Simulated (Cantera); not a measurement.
Cantera run, input and output.

```python
import numpy as np
import cantera as ct

gas = ct.Solution("gri30.yaml")
gas.TPX = 375, 180000, {'CO': 1, 'H2': 0.27, 'O2': 0.836, 'N2': 3.14}
flame = ct.FreeFlame(gas, width=0.027)
flame.set_refine_criteria(ratio=3, slope=0.08, curve=0.16)
flame.transport_model = "mixture-averaged"
flame.solve(loglevel=0, auto=True)
flame.transport_model = "multicomponent"
flame.soret_enabled = False
flame.solve(loglevel=0, refine_grid=True)
z, T = flame.grid, flame.T
thick = (T[-1] - T[0]) / np.gradient(T, z).max()
show = ['CO', 'H2', 'O2', 'NO', 'NO2', 'N2O']
print(f"laminar burning velocity  {flame.velocity[0] * 100:.3f} cm/s")
print(f"burnt temperature         {T[-1]:.1f} K")
print(f"thermal thickness         {thick * 1e3:.4f} mm")
print(f"grid points               {len(z)}")
z0 = z[flame.heat_release_rate.argmax()]
print(f"{'z/mm':>9s}{'T/K':>9s}{'u/(m/s)':>9s}" + "".join(f"{s:>11s}" for s in show))
rows = []
for k in (-3, -2, -1.5, -1, -0.5, -0.25, 0, 0.25, 0.5, 1, 2, 4, 8):
    zz = z0 + k * thick
    rows.append([k * thick, np.interp(zz, z, T), np.interp(zz, z, flame.velocity),
                 *(np.interp(zz, z, flame.X[gas.species_index(s)]) for s in show)])
    print(f"{rows[-1][0] * 1e3:9.3f}{rows[-1][1]:9.1f}{rows[-1][2]:9.3f}" + "".join(f"{x:11.3e}" for x in rows[-1][3:]))
```

Result:

```
laminar burning velocity  59.953 cm/s
burnt temperature         2243.6 K
thermal thickness         0.3331 mm
grid points               113
     z/mm      T/K  u/(m/s)         CO         H2         O2         NO        NO2        N2O
   -0.999    375.0    0.599  1.906e-01  5.134e-02  1.594e-01  1.830e-13  2.243e-13  2.416e-15
   -0.666    375.0    0.599  1.908e-01  5.073e-02  1.595e-01  7.470e-12  1.158e-11  1.577e-13
   -0.500    375.2    0.599  1.910e-01  4.973e-02  1.597e-01  4.151e-11  7.225e-11  1.044e-12
   -0.333    377.9    0.601  1.916e-01  4.626e-02  1.602e-01  7.240e-10  1.620e-09  2.849e-11
   -0.167    460.8    0.725  1.904e-01  3.379e-02  1.593e-01  5.910e-08  8.705e-08  3.083e-09
   -0.083    789.0    1.223  1.731e-01  2.164e-02  1.461e-01  9.435e-07  3.464e-08  3.298e-08
    0.000   1224.2    1.861  1.344e-01  9.495e-03  1.168e-01  3.694e-06  6.604e-09  1.630e-07
    0.083   1513.5    2.256  9.344e-02  3.550e-03  8.890e-02  8.825e-06  8.958e-09  3.624e-07
    0.167   1682.1    2.471  6.655e-02  2.575e-03  7.427e-02  1.460e-05  1.184e-08  4.605e-07
    0.333   1856.7    2.690  4.419e-02  2.338e-03  6.348e-02  2.396e-05  1.697e-08  5.115e-07
    0.666   2002.4    2.873  3.125e-02  1.710e-03  5.749e-02  3.674e-05  2.712e-08  5.869e-07
    1.332   2108.3    3.003  2.122e-02  1.082e-03  5.316e-02  5.617e-05  4.580e-08  6.474e-07
    2.665   2181.2    3.090  1.327e-02  6.447e-04  4.982e-02  8.753e-05  7.535e-08  6.111e-07
```

Model: GRI-Mech 3.0 (53 species, 325 reactions), integrated in Cantera. Burning velocities carry a grid error of a few per cent, more on coarse grids.
